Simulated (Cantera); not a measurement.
## Adiabatic ignition

An adiabatic, constant-volume homogeneous reactor starts with CH4 : O2 : N2 = 1 : 3.85 : 14.5 (molar parts), equivalence ratio 0.52, at 1673 K and 6.50 bar.

Computed with Cantera and GRI-Mech 3.0 (53 species, 325 reactions).

```json
[
 {"t (s)": "1.00e-6", "T (K)": "1673", "P (bar)": "6.50", "x CH4": "0.0517", "x O2": "0.199", "x C2H6": "1.61e-9", "x CH2CO": "<1e-12", "x O": "8.27e-8", "x CH3": "6.26e-6", "x N2O": "2.00e-11"},
 {"t (s)": "3.35e-6", "T (K)": "1673", "P (bar)": "6.50", "x CH4": "0.0516", "x O2": "0.199", "x C2H6": "8.72e-8", "x CH2CO": "1.22e-12", "x O": "1.63e-7", "x CH3": "2.58e-5", "x N2O": "1.55e-10"},
 {"t (s)": "1.12e-5", "T (K)": "1673", "P (bar)": "6.50", "x CH4": "0.0515", "x O2": "0.199", "x C2H6": "7.01e-6", "x CH2CO": "1.45e-9", "x O": "6.73e-7", "x CH3": "0.000139", "x N2O": "1.38e-9"},
 {"t (s)": "3.76e-5", "T (K)": "1708", "P (bar)": "6.64", "x CH4": "0.0453", "x O2": "0.194", "x C2H6": "0.000665", "x CH2CO": "1.42e-5", "x O": "1.20e-5", "x CH3": "0.000978", "x N2O": "2.66e-8"},
 {"t (s)": "0.000126", "T (K)": "2801", "P (bar)": "11.0", "x CH4": "<1e-12", "x O2": "0.0910", "x C2H6": "<1e-12", "x CH2CO": "<1e-12", "x O": "0.00499", "x CH3": "<1e-12", "x N2O": "3.62e-6"},
 {"t (s)": "0.000422", "T (K)": "2783", "P (bar)": "10.9", "x CH4": "<1e-12", "x O2": "0.0863", "x C2H6": "<1e-12", "x CH2CO": "<1e-12", "x O": "0.00454", "x CH3": "<1e-12", "x N2O": "3.68e-6"},
 {"t (s)": "0.00141", "T (K)": "2771", "P (bar)": "10.9", "x CH4": "<1e-12", "x O2": "0.0831", "x C2H6": "<1e-12", "x CH2CO": "<1e-12", "x O": "0.00425", "x CH3": "<1e-12", "x N2O": "3.80e-6"},
 {"t (s)": "0.00474", "T (K)": "2770", "P (bar)": "10.9", "x CH4": "<1e-12", "x O2": "0.0829", "x C2H6": "<1e-12", "x CH2CO": "<1e-12", "x O": "0.00424", "x CH3": "<1e-12", "x N2O": "3.81e-6"},
 {"t (s)": "0.0159", "T (K)": "2770", "P (bar)": "10.9", "x CH4": "<1e-12", "x O2": "0.0829", "x C2H6": "<1e-12", "x CH2CO": "<1e-12", "x O": "0.00424", "x CH3": "<1e-12", "x N2O": "3.81e-6"},
 {"t (s)": "0.0532", "T (K)": "2770", "P (bar)": "10.9", "x CH4": "<1e-12", "x O2": "0.0829", "x C2H6": "<1e-12", "x CH2CO": "<1e-12", "x O": "0.00424", "x CH3": "<1e-12", "x N2O": "3.81e-6"},
 {"t (s)": "0.178", "T (K)": "2770", "P (bar)": "10.9", "x CH4": "<1e-12", "x O2": "0.0829", "x C2H6": "<1e-12", "x CH2CO": "<1e-12", "x O": "0.00424", "x CH3": "<1e-12", "x N2O": "3.81e-6"},
 {"t (s)": "0.597", "T (K)": "2770", "P (bar)": "10.9", "x CH4": "<1e-12", "x O2": "0.0829", "x C2H6": "<1e-12", "x CH2CO": "<1e-12", "x O": "0.00424", "x CH3": "<1e-12", "x N2O": "3.81e-6"},
 {"t (s)": "2.00", "T (K)": "2770", "P (bar)": "10.9", "x CH4": "<1e-12", "x O2": "0.0829", "x C2H6": "<1e-12", "x CH2CO": "<1e-12", "x O": "0.00424", "x CH3": "<1e-12", "x N2O": "3.81e-6"}
]
```
x: mole fraction; the columns are a selection and need not sum to one.

* **time of steepest temperature rise**: 48.2 µs
* **temperature at 2.00 s**: 2770 K
* **equilibrium temperature**: 2770 K
* **x(CH4) at 2.00 s**: <1e-12 (gas-phase equilibrium <1e-12)
* **x(O2) at 2.00 s**: 0.0829 (gas-phase equilibrium 0.0829)
* **x(C2H6) at 2.00 s**: <1e-12 (gas-phase equilibrium <1e-12)
